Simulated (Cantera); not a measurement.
Cantera run:

```python
import numpy as np
import cantera as ct

gas_names = [...]  # 110 gases of nasa_gas.yaml made of C, H, O
cond_names = """
    C(gr) C6H6(L) C7H8(L) C8H18(L),n-octa H2O(s) H2O(L)
""".split()


# ... load() reads the species with a 1 bar reference pressure and builds the phases ...
atoms = {
    'C3H8': {'C': 3, 'H': 8},
    'H2O': {'H': 2, 'O': 1},
    'H2': {'H': 2},
}
top_T = {'C(gr)': 4500}  # K; cautious upper limits of use, not melting points


# ... equilibrate(T, P, feed) seeds the gas with the atoms and calls Mixture.equilibrate('TP', solver="vcs", rtol=1e-11, max_steps=5000) ...
results = []
P = 490000  # Pa
for T in [825, 900, 975, 1050, 1125, 1200, 1275, 1350, 1425]:
    for m in [0.031, 0.047, 0.07, 0.11, 0.16, 0.24, 0.36, 0.54, 0.8, 1.2, 1.8, 2.7, 4.1]:
        feed = {'C3H8': 1, 'H2O': m, 'H2': 41}  # mol
        mix = equilibrate(T, P, feed)
        results.append((T, P, feed, dict(zip(mix.species_names, mix.species_moles))))

for T, P, feed, n in results:
    print(f"{T:7g} {feed['H2O']:10.4g}  " + (" + ".join(c for c in cond_names if n.get(c, 0) > 1e-12) or "gas only"))
```

Output:

```
    825      0.031  gas only
    825      0.047  gas only
    825       0.07  gas only
    825       0.11  gas only
    825       0.16  gas only
    825       0.24  gas only
    825       0.36  gas only
    825       0.54  gas only
    825        0.8  gas only
    825        1.2  gas only
    825        1.8  gas only
    825        2.7  gas only
    825        4.1  gas only
    900      0.031  gas only
    900      0.047  gas only
    900       0.07  gas only
    900       0.11  gas only
    900       0.16  gas only
    900       0.24  gas only
    900       0.36  gas only
    900       0.54  gas only
    900        0.8  gas only
    900        1.2  gas only
    900        1.8  gas only
    900        2.7  gas only
    900        4.1  gas only
    975      0.031  gas only
    975      0.047  gas only
    975       0.07  gas only
    975       0.11  gas only
    975       0.16  gas only
    975       0.24  gas only
    975       0.36  gas only
    975       0.54  gas only
    975        0.8  gas only
    975        1.2  gas only
    975        1.8  gas only
    975        2.7  gas only
    975        4.1  gas only
   1050      0.031  gas only
   1050      0.047  gas only
   1050       0.07  gas only
   1050       0.11  gas only
   1050       0.16  gas only
   1050       0.24  gas only
   1050       0.36  gas only
   1050       0.54  gas only
   1050        0.8  gas only
   1050        1.2  gas only
   1050        1.8  gas only
   1050        2.7  gas only
   1050        4.1  gas only
   1125      0.031  gas only
   1125      0.047  gas only
   1125       0.07  gas only
   1125       0.11  gas only
   1125       0.16  gas only
   1125       0.24  gas only
   1125       0.36  gas only
   1125       0.54  gas only
   1125        0.8  gas only
   1125        1.2  gas only
   1125        1.8  gas only
   1125        2.7  gas only
   1125        4.1  gas only
   1200      0.031  C(gr)
   1200      0.047  C(gr)
   1200       0.07  C(gr)
   1200       0.11  C(gr)
   1200       0.16  C(gr)
   1200       0.24  gas only
   1200       0.36  gas only
   1200       0.54  gas only
   1200        0.8  gas only
   1200        1.2  gas only
   1200        1.8  gas only
   1200        2.7  gas only
   1200        4.1  gas only
   1275      0.031  C(gr)
   1275      0.047  C(gr)
   1275       0.07  C(gr)
   1275       0.11  C(gr)
   1275       0.16  C(gr)
   1275       0.24  C(gr)
   1275       0.36  C(gr)
   1275       0.54  C(gr)
   1275        0.8  C(gr)
   1275        1.2  C(gr)
   1275        1.8  gas only
   1275        2.7  gas only
   1275        4.1  gas only
   1350      0.031  C(gr)
   1350      0.047  C(gr)
   1350       0.07  C(gr)
   1350       0.11  C(gr)
   1350       0.16  C(gr)
   1350       0.24  C(gr)
   1350       0.36  C(gr)
   1350       0.54  C(gr)
   1350        0.8  C(gr)
   1350        1.2  C(gr)
   1350        1.8  C(gr)
   1350        2.7  gas only
   1350        4.1  gas only
   1425      0.031  C(gr)
   1425      0.047  C(gr)
   1425       0.07  C(gr)
   1425       0.11  C(gr)
   1425       0.16  C(gr)
   1425       0.24  C(gr)
   1425       0.36  C(gr)
   1425       0.54  C(gr)
   1425        0.8  C(gr)
   1425        1.2  C(gr)
   1425        1.8  C(gr)
   1425        2.7  gas only
   1425        4.1  gas only
```

Method: chemical equilibrium by Gibbs-energy minimisation in Cantera with the NASA 1993 tables (ideal gas, pure condensed phases).
